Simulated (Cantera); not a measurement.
Equilibrium for halide evaporation, hydrolysis and transport: PbCl2 + H2

Charge: 1 mol PbCl2, a varied amount of H2, equilibrated at 1825 K and 12000 Pa.

These are equilibrium values from Cantera (NASA tables, ideal gas, pure condensed phases), not measurements of a reactor. Candidate condensed phases: Pb, PbCl2; 10 gas species. The tables' values for PbCl4 are old estimates; treat these amounts as uncertain. Rates play no part.

| n(H2) (mol) | x H2 | x HCl | x PbCl | x Pb | x PbCl2 | x Cl | x H |
|---|---|---|---|---|---|---|---|
| 0.73 | 0.0818 | 0.477 | 0.262 | 0.109 | 0.0689 | 0.00162 | 0.000364 |
| 1.2 | 0.197 | 0.450 | 0.191 | 0.130 | 0.0306 | 0.000984 | 0.000564 |
| 2.1 | 0.359 | 0.379 | 0.119 | 0.130 | 0.0119 | 0.000613 | 0.000761 |
| 3.5 | 0.511 | 0.299 | 0.0694 | 0.115 | 0.00458 | 0.000405 | 0.000909 |
| 5.9 | 0.651 | 0.219 | 0.0359 | 0.0916 | 0.00153 | 0.000263 | 0.00103 |
| 9.9 | 0.763 | 0.151 | 0.0169 | 0.0674 | 0.000462 | 0.000168 | 0.00111 |
| 17 | 0.848 | 0.0982 | 0.00703 | 0.0456 | 0.000118 | 0.000103 | 0.00117 |
| 28 | 0.902 | 0.0637 | 0.00294 | 0.0304 | 3.11e-5 | 6.50e-5 | 0.00121 |
x: gas mole fraction; nothing condenses.

From 0.73 mol H2 to 28 mol H2 nothing is condensed. The main Pb-bearing gas is PbCl at 0.73 mol H2 and Pb at 28 mol H2.
